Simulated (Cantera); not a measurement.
A perfectly stirred reactor is fed with CO : H2 : CH4 : O2 : N2 : H2O = 1 : 2 : 0.29 : 1.92 : 7.23 : 2.5 (molar parts), at 1800 Torr; it is adiabatic with a 725 K inlet, and is followed from long to short residence time, starting on the burning branch (τ in s: 0.067, 0.024, 0.009, 0.0033, 0.0012, 0.00044, 0.00016, 5.9e-05, 2.2e-05).

Computed with Cantera and GRI-Mech 3.0 (53 species, 325 reactions).

One state of this run: T (K) = 2152; x CO = 0.0250; x H2 = 0.0223; x CH4 = 2.58e-5; x CH2O = 3.68e-6; x CO2 = 0.0680. x: mole fraction; the columns are a selection and need not sum to one.

Q: Which value of τ (s) does it belong to?
A) 0.024
B) 2.2e-5
C) 0.067
D) 0.00044

A: D, 0.00044
